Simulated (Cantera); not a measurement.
**Equilibrium for silicon nitride deposition: trisilylamine + NH3**

Charge: 1 mol trisilylamine, 48 mol NH3, held at 0.0340 bar.

These are equilibrium values from Cantera (NASA tables, ideal gas, pure condensed phases), not measurements of a reactor. Candidate condensed phases: Si, Si3N4; 18 gas species. The feed counts by its element totals alone. The tables' values for SiN are old estimates; treat these amounts as uncertain. Gases not in the tables: Si2H6 and higher silanes. Equilibrium is a limit: real reactors are often held back by kinetics, nucleation or transport.

| T (°C) | x H2 | x N2 | x H | x Si | x SiH | x SiH2 | x Si2N | n Si3N4(s) | n Si(l) |
|---|---|---|---|---|---|---|---|---|---|
| 727 | 0.773 | 0.227 | 1.08e-8 | <1e-12 | <1e-12 | <1e-12 | <1e-12 | 1.00 | 0 |
| 827 | 0.773 | 0.227 | 1.23e-7 | <1e-12 | <1e-12 | <1e-12 | <1e-12 | 1.00 | 0 |
| 927 | 0.773 | 0.227 | 9.41e-7 | <1e-12 | <1e-12 | 2.19e-12 | <1e-12 | 1.00 | 0 |
| 1027 | 0.773 | 0.227 | 5.27e-6 | 2.05e-12 | 2.75e-12 | 9.49e-11 | <1e-12 | 1.00 | 0 |
| 1127 | 0.773 | 0.227 | 2.32e-5 | 1.98e-10 | 1.61e-10 | 2.39e-9 | <1e-12 | 1.00 | 0 |
| 1227 | 0.773 | 0.227 | 8.39e-5 | 1.04e-8 | 5.40e-9 | 3.88e-8 | 5.90e-11 | 1.000 | 0 |
| 1327 | 0.772 | 0.227 | 0.000259 | 3.28e-7 | 1.16e-7 | 4.43e-7 | 4.77e-9 | 1.000 | 0 |
| 1427 | 0.772 | 0.227 | 0.000702 | 6.87e-6 | 1.72e-6 | 3.77e-6 | 2.27e-7 | 1.000 | 0 |
| 1527 | 0.756 | 0.242 | 0.00169 | 9.34e-5 | 1.71e-5 | 2.26e-5 | 6.04e-6 | 0 | 2.98 |
| 1627 | 0.754 | 0.242 | 0.00374 | 0.000371 | 5.15e-5 | 4.40e-5 | 1.63e-5 | 0 | 2.95 |
| 1727 | 0.750 | 0.241 | 0.00764 | 0.00128 | 0.000139 | 7.96e-5 | 3.97e-5 | 0 | 2.83 |
| 1827 | 0.741 | 0.240 | 0.0145 | 0.00392 | 0.000338 | 0.000135 | 8.82e-5 | 0 | 2.51 |
x: gas mole fraction; n: condensed amount in mol.

From 727 °C to 1427 °C the condensed part is Si3N4(s). From 1527 °C to 1827 °C the condensed part is Si(l).
